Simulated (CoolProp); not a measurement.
Vapour-liquid equilibrium of R125 (1) + cyclopropane (2) at 1320 kPa; x and y are mole fractions of (1).

Computed with CoolProp (multi-fluid Helmholtz-energy mixture model, Lemmon 2005 and Polt 1992; pair parameters Bell 2016). This equation is an older, rougher fit; its heat capacities, sound speeds and derivatives of the liquid may be far off and weren't checked against measurements.

### Question
Give the bubble temperature and the first vapour's composition at x = 0.425, 0.65, 0.725. Is there an azeotrope?

### Answer
x = 0.425: 298.0 K, y = 0.573; x = 0.65: 295.5 K, y = 0.694; x = 0.725: 295.2 K, y = 0.742. y crosses x between x = 0.725 and 0.8: the model has an azeotrope there.

The pair parameters rest on a limited set of measurements; away from them the model extrapolates.
